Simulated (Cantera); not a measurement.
Feed: 1 mol Al, 2.7 mol HBr, held at 1450 K and 133 Pa.

Cantera equilibrium calculation (NASA polynomials, part measured and part estimated; ideal gas, pure solids and liquids). Candidate condensed phases: Al, AlBr3, Br2; 11 gas species. Rates play no part.

Base state: H2 0.497, AlBr3 0.293, AlBr 0.110, HBr 0.0953, Br 0.00428, H 0.000183 (mole fractions); condensed: gas only.

Question: What changes in the equilibrium state with this change: temperature from 1450 K to 625 K?

Answer: 
```json
[
 {"species": "H2", "before": "0.497", "after": "0.611"},
 {"species": "AlBr3", "before": "0.293", "after": "0.371"},
 {"species": "Al2Br6", "before": "1.05e-7", "after": "0.0180"},
 {"species": "AlBr", "before": "0.110", "after": "2.40e-6"},
 {"species": "HBr", "before": "0.0953", "after": "1.52e-7"},
 {"species": "Br", "before": "0.00428", "after": "<1e-9"},
 {"species": "H", "before": "0.000183", "after": "<1e-9"},
 {"species": "Al(s), mol", "before": "0", "after": "0.1000"}
]
```

Question: What changes in the equilibrium state with this change: pressure from 133 Pa to 11.0 Pa?

Answer: 
```json
[
 {"species": "H2", "before": "0.497", "after": "0.400"},
 {"species": "AlBr3", "before": "0.293", "after": "0.198"},
 {"species": "HBr", "before": "0.0953", "after": "0.197"},
 {"species": "Br", "before": "0.00428", "after": "0.0343"},
 {"species": "AlBr", "before": "0.110", "after": "0.171"},
 {"species": "H", "before": "0.000183", "after": "0.000570"}
]
```
